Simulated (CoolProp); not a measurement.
Vapour-liquid equilibrium of R1234yf (1) + R1234ze(E) (2) at 1.2 MPa; x and y are mole fractions of (1).

Model: multi-fluid Helmholtz-energy mixture model, Lemmon 2022 and Thol 2016; pair parameters Bell 2022, in CoolProp.

Give the bubble temperature and the first vapour's composition at x = 0.05, 0.2, 0.425. Is there an azeotrope?

x = 0.05: 56.7 °C, y = 0.061; x = 0.2: 54.8 °C, y = 0.234; x = 0.425: 52.3 °C, y = 0.471. No azeotrope shows between x = 0.05 and 0.95.

The pair parameters rest on a limited set of measurements; away from them the model extrapolates.
